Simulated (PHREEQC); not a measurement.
PHREEQC input (ion-association model, wateq4f.dat):

```
SOLUTION_MASTER_SPECIES
  An  An-  0  An  62.0  # stands for a non-complexing anion
SOLUTION_SPECIES
  An- = An-
    -log_k 0
    -gamma 3.0 0
PHASES
  Fix_H+
    H+ = H+
    -log_k 0
SOLUTION 1
  temp 25
  units mmol/kgw
  pH 7 charge
  Cl 0.162
  Mn(2) 0.081
  Na 100
  An 100
END
SELECTED_OUTPUT 1
  -reset false
  -pH true
  -pe true
  -ionic_strength true
  -water true
  -totals Cl Mn Na Mn(2) Mn(3) Mn(6) Mn(7)
  -molalities Hfo_wOH Hfo_wOH2+ Hfo_wO- Hfo_sOH Hfo_sOH2+ Hfo_sO- Hfo_sOMn+ Hfo_wOMn+
  -saturation_indices Pyrochroite Halite
USER_PUNCH 1
  -headings sigma psi
  10 PUNCH EDL("sigma", "Hfo"), EDL("psi", "Hfo")
PRINT
  -reset false
USE solution 1
SURFACE 1
  Hfo_wOH 0.00224719 600 1
  Hfo_sOH 5.61798e-05
EQUILIBRIUM_PHASES 1
  Fix_H+ -3 HAn 10
    -force_equality true
END
# ... the last block is repeated for the other 16 points of pH, with NaOH or the acid as the point needs
```

Selected output (columns that matter, 17 of 17 rows; pH added in front):

```
pH	mu	Mn	Na	m_Hfo_wOH	m_Hfo_wOH2+	m_Hfo_wO-	m_Hfo_sOH	m_Hfo_sOH2+	m_Hfo_sO-	m_Hfo_sOMn+	si_Pyrochroite	si_Halite	sigma	psi
3	0.10259	8.1e-05	0.1	4.253e-05	0.0022046	1.8795e-08	1.0632e-06	5.5116e-05	4.6988e-10	3.6232e-11	-13.695	-6.5977	0.36342	0.15235
3.38	0.10185	8.1e-05	0.1	9.5528e-05	0.0021516	9.7164e-08	2.3882e-06	5.3789e-05	2.4291e-09	2.0389e-10	-12.934	-6.5971	0.35465	0.15128
3.75	0.10151	8.0999e-05	0.1	0.00019492	0.0020518	4.2418e-07	4.8728e-06	5.1295e-05	1.0604e-08	1.0695e-09	-12.194	-6.5969	0.33816	0.14894
4.12	0.1013	8.0994e-05	0.1	0.00035701	0.0018886	1.546e-06	8.9245e-06	4.7211e-05	3.8647e-08	5.4122e-09	-11.454	-6.5967	0.31107	0.14473
4.5	0.10113	8.0972e-05	0.1	0.00058198	0.0016605	4.6727e-06	1.4542e-05	4.1493e-05	1.1676e-07	2.7377e-08	-10.694	-6.5966	0.27296	0.13811
4.88	0.10097	8.0863e-05	0.1	0.00083455	0.0014013	1.1386e-05	2.0815e-05	3.4949e-05	2.8399e-07	1.3257e-07	-9.934	-6.5965	0.22912	0.12925
5.25	0.10083	8.039e-05	0.1	0.0010719	0.0011524	2.2839e-05	2.6516e-05	2.8508e-05	5.6498e-07	5.9104e-07	-9.1963	-6.5964	0.18626	0.11882
5.62	0.1007	7.8446e-05	0.1	0.0012772	0.00092973	4.0194e-05	3.0526e-05	2.2221e-05	9.6067e-07	2.4715e-06	-8.4668	-6.5963	0.14689	0.10695
6	0.10056	7.1615e-05	0.1	0.0014446	0.00073746	6.4824e-05	3.0306e-05	1.5471e-05	1.36e-06	9.0426e-06	-7.7462	-6.5962	0.11195	0.093585
6.38	0.10043	5.6806e-05	0.1	0.0015675	0.00058169	9.6767e-05	2.3184e-05	8.6035e-06	1.4312e-06	2.2961e-05	-7.0867	-6.5961	0.08303	0.0793
6.75	0.1003	3.9265e-05	0.1	0.0016465	0.00046271	0.00013422	1.3337e-05	3.748e-06	1.0872e-06	3.8007e-05	-6.5069	-6.596	0.059968	0.064554
7.12	0.1002	2.3522e-05	0.1	0.0016895	0.00037213	0.00017572	6.4731e-06	1.4258e-06	6.7325e-07	4.7608e-05	-5.9893	-6.5959	0.040952	0.048926
7.5	0.10011	9.9556e-06	0.1	0.001705	0.00030236	0.00022027	3.572e-06	6.3343e-07	4.6146e-07	5.1513e-05	-5.6027	-6.5958	0.024655	0.032016
7.88	0.10013	2.7377e-06	0.10009	0.0017052	0.00025152	0.00026483	2.7713e-06	4.0877e-07	4.3041e-07	5.2569e-05	-5.4037	-6.5954	0.010442	0.014268
8.25	0.10017	6.3117e-07	0.10018	0.001697	0.0002133	0.0003093	2.582e-06	3.2454e-07	4.7061e-07	5.2802e-05	-5.3016	-6.5951	-0.0025373	-0.0035083
8.62	0.10022	1.387e-07	0.10027	0.00168	0.00018004	0.00035913	2.5183e-06	2.6987e-07	5.3832e-07	5.2853e-05	-5.2211	-6.5947	-0.01584	-0.0213
9	0.10027	2.9708e-08	0.10037	0.0016494	0.00014772	0.00042192	2.4643e-06	2.207e-07	6.3037e-07	5.2864e-05	-5.1336	-6.5943	-0.031142	-0.039167
```

The oxide is taken as insoluble; below pH 4 it would dissolve.
